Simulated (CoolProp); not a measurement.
Vapour-liquid equilibrium of ethylene (1) + isobutane (2) at -45.05 °C; x and y are mole fractions of (1).

Computed with CoolProp (multi-fluid Helmholtz-energy mixture model, Smukala 2000 and Bücker 2006; pair parameters Bell 2016).

| x | bubble pressure, mixture model (MPa) | bubble pressure, Raoult's law (MPa) | y, mixture model | y, Raoult's law |
|---|---|---|---|---|
| 0.05 | 0.06851 | 0.08315 | 0.687 | 0.748 |
| 0.125 | 0.1415 | 0.1748 | 0.856 | 0.890 |
| 0.2 | 0.2185 | 0.2664 | 0.912 | 0.934 |
| 0.275 | 0.2996 | 0.3581 | 0.940 | 0.955 |
| 0.35 | 0.3845 | 0.4497 | 0.957 | 0.968 |
| 0.425 | 0.4731 | 0.5414 | 0.968 | 0.977 |
| 0.5 | 0.5649 | 0.6330 | 0.976 | 0.983 |
| 0.575 | 0.6595 | 0.7247 | 0.981 | 0.987 |
| 0.65 | 0.7566 | 0.8163 | 0.986 | 0.991 |
| 0.725 | 0.8557 | 0.9080 | 0.990 | 0.993 |
| 0.8 | 0.9569 | 0.9996 | 0.993 | 0.996 |
| 0.875 | 1.061 | 1.091 | 0.996 | 0.997 |
| 0.95 | 1.168 | 1.183 | 0.998 | 0.999 |

The largest gap from Raoult's law is -19.1 % in bubble pressure, at x = 0.125. No azeotrope shows between x = 0.05 and 0.95.

Pair parameters are fitted to limited data, so mixtures are less certain than the pure fluids.
